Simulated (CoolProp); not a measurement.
Vapour-liquid equilibrium of R22 (1) + R115 (2) at 5.7 bar; x and y are mole fractions of (1).

Values from CoolProp's multi-fluid Helmholtz-energy mixture model, Kamei 1995 and Lemmon 2016; pair parameters Bell 2016.

Task: Give the bubble temperature and the first vapour's composition at x = 0.05, 0.65, 0.8. Is there an azeotrope?

Result: x = 0.05: 6.1 °C, y = 0.101; x = 0.65: 0.8 °C, y = 0.616; x = 0.8: 1.8 °C, y = 0.756. y crosses x between x = 0.5 and 0.65: the model has an azeotrope there.

The pair parameters rest on a limited set of measurements; away from them the model extrapolates.
